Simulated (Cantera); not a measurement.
Cantera run, input and output.

```python
import numpy as np
import cantera as ct

gas = ct.Solution("gri30.yaml", transport_model="multicomponent")
show = ['CH4', 'NO', 'H']

rows = []
print(f"{'T/K':>7s}{'rho':>11s}{'cp':>10s}{'mu':>11s}{'lambda':>11s}{'Pr':>7s}" + "".join(f"{'D_' + s:>11s}" for s in show))
for T in [400, 650, 900, 1150, 1400, 1650]:
    gas.TPX = T, 1600, {'N2': 0.6}
    Pr = gas.cp_mass * gas.viscosity / gas.thermal_conductivity
    D = [gas.mix_diff_coeffs_mole[gas.species_index(s)] for s in show]
    rows.append([gas.density, gas.cp_mass, gas.viscosity, gas.thermal_conductivity, Pr, *D])
    print(f"{T:7g}{gas.density:11.4e}{gas.cp_mass:10.1f}{gas.viscosity:11.4e}"
          f"{gas.thermal_conductivity:11.4e}{Pr:7.3f}" + "".join(f"{d:11.4e}" for d in D))
print("SI units: kg/m3, J/kg/K, Pa s, W/m/K, m2/s")
```

It prints:

```
    T/K        rho        cp         mu     lambda     Pr      D_CH4       D_NO        D_H
    400 1.3477e-02    1046.6 2.2340e-05 3.2949e-02  0.710 2.3641e-03 2.1453e-03 1.2877e-02
    650 8.2937e-03    1084.0 3.1222e-05 4.7935e-02  0.706 5.4514e-03 4.9047e-03 2.9714e-02
    900 5.9899e-03    1147.0 3.8733e-05 6.2946e-02  0.706 9.4387e-03 8.4646e-03 5.1460e-02
   1150 4.6877e-03    1195.4 4.5455e-05 7.7002e-02  0.706 1.4222e-02 1.2735e-02 7.7551e-02
   1400 3.8506e-03    1230.7 5.1644e-05 9.0086e-02  0.706 1.9735e-02 1.7657e-02 1.0762e-01
   1650 3.2672e-03    1257.7 5.7439e-05 1.0241e-01  0.705 2.5929e-02 2.3189e-02 1.4140e-01
SI units: kg/m3, J/kg/K, Pa s, W/m/K, m2/s
```

Model: GRI-Mech 3.0 (53 species, 325 reactions), integrated in Cantera.
